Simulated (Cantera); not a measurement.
Cantera run:

```python
import numpy as np
import cantera as ct

gas_names = """
    Fe FeO Fe(OH)2 H HO2 H2 H2O H2O2 O OH O2 O3
""".split()
cond_names = """
    Fe(a) Fe(c) Fe(d) Fe(L) FeO(s) FeO(L) Fe(OH)2(s) Fe(OH)3(s) Fe2O3(s) Fe3O4(s) H2O(s) H2O(L)
""".split()


# ... load() reads the species with a 1 bar reference pressure and builds the phases ...
atoms = {
    'Fe3O4': {'Fe': 3, 'O': 4},
    'H2': {'H': 2},
}
top_T = {'Fe2O3(s)': 1830, 'Fe3O4(s)': 1870}  # K; cautious upper limits of use, not melting points


# ... equilibrate(T, P, feed) seeds the gas with the atoms and calls Mixture.equilibrate('TP', solver="vcs", rtol=1e-11, max_steps=5000) ...
results = []
T = 1948  # K
P = 31  # Pa
for m in [18, 22, 27, 34, 42, 52, 65, 81, 100, 130, 160]:
    feed = {'Fe3O4': 1, 'H2': m}  # mol
    mix = equilibrate(T, P, feed)
    results.append((T, P, feed, dict(zip(mix.species_names, mix.species_moles))))
    x = sorted(zip(gas.X, gas.species_names), reverse=True)
    print(f"T = {T:g} K  P = {P:g} Pa  n(H2) = {m:g} mol  gas = {mix.phase_moles(0):.4g} mol")
    print("   x: " + "  ".join(f"{s} {v:.3e}" for v, s in x if v > 1e-06))
    print("   condensed (mol): " + ("  ".join(f"{mix.phase(i).name} {mix.phase_moles(i):.4g}"
          for i in range(1, mix.n_phases) if mix.phase_moles(i) > 1e-12) or "none"))
```

Result:

```
T = 1948 K  P = 31 Pa  n(H2) = 18 mol  gas = 21.56 mol
   x: H2 6.254e-01  H2O 1.833e-01  Fe 1.384e-01  H 5.075e-02  OH 1.346e-03  FeO 7.117e-04  O 8.095e-05  O2 1.030e-05  Fe(OH)2 7.685e-06
   condensed (mol): none
T = 1948 K  P = 31 Pa  n(H2) = 22 mol  gas = 25.69 mol
   x: H2 6.753e-01  H2O 1.540e-01  Fe 1.163e-01  H 5.274e-02  OH 1.088e-03  FeO 4.654e-04  O 6.299e-05  O2 6.236e-06  Fe(OH)2 4.222e-06
   condensed (mol): none
T = 1948 K  P = 31 Pa  n(H2) = 27 mol  gas = 30.85 mol
   x: H2 7.190e-01  H2O 1.284e-01  Fe 9.692e-02  H 5.442e-02  OH 8.791e-04  FeO 3.036e-04  O 4.931e-05  O2 3.821e-06  Fe(OH)2 2.296e-06
   condensed (mol): none
T = 1948 K  P = 31 Pa  n(H2) = 34 mol  gas = 38.08 mol
   x: H2 7.604e-01  H2O 1.041e-01  Fe 7.859e-02  H 5.596e-02  OH 6.932e-04  FeO 1.888e-04  O 3.781e-05  O2 2.246e-06  Fe(OH)2 1.158e-06
   condensed (mol): none
T = 1948 K  P = 31 Pa  n(H2) = 42 mol  gas = 46.34 mol
   x: H2 7.919e-01  H2O 8.561e-02  Fe 6.462e-02  H 5.711e-02  OH 5.585e-04  FeO 1.225e-04  O 2.985e-05  O2 1.400e-06
   condensed (mol): none
T = 1948 K  P = 31 Pa  n(H2) = 52 mol  gas = 56.66 mol
   x: H2 8.185e-01  H2O 7.004e-02  H 5.806e-02  Fe 5.287e-02  OH 4.495e-04  FeO 7.937e-05  O 2.363e-05
   condensed (mol): none
T = 1948 K  P = 31 Pa  n(H2) = 65 mol  gas = 70.08 mol
   x: H2 8.413e-01  H 5.887e-02  H2O 5.665e-02  Fe 4.276e-02  OH 3.586e-04  FeO 5.051e-05  O 1.860e-05
   condensed (mol): none
T = 1948 K  P = 31 Pa  n(H2) = 81 mol  gas = 86.59 mol
   x: H2 8.597e-01  H 5.951e-02  H2O 4.586e-02  Fe 3.461e-02  OH 2.871e-04  FeO 3.239e-05  O 1.473e-05
   condensed (mol): none
T = 1948 K  P = 31 Pa  n(H2) = 100 mol  gas = 106.2 mol
   x: H2 8.741e-01  H 6.000e-02  H2O 3.740e-02  Fe 2.823e-02  OH 2.322e-04  FeO 2.119e-05  O 1.182e-05
   condensed (mol): none
T = 1948 K  P = 31 Pa  n(H2) = 130 mol  gas = 137.2 mol
   x: H2 8.885e-01  H 6.049e-02  H2O 2.896e-02  Fe 2.186e-02  OH 1.784e-04  FeO 1.250e-05  O 9.002e-06
   condensed (mol): none
T = 1948 K  P = 31 Pa  n(H2) = 160 mol  gas = 168.1 mol
   x: H2 8.976e-01  H 6.080e-02  H2O 2.363e-02  Fe 1.784e-02  OH 1.448e-04  FeO 8.237e-06  O 7.270e-06
   condensed (mol): none
```

Cantera equilibrium calculation (NASA polynomials, part measured and part estimated; ideal gas, pure solids and liquids).
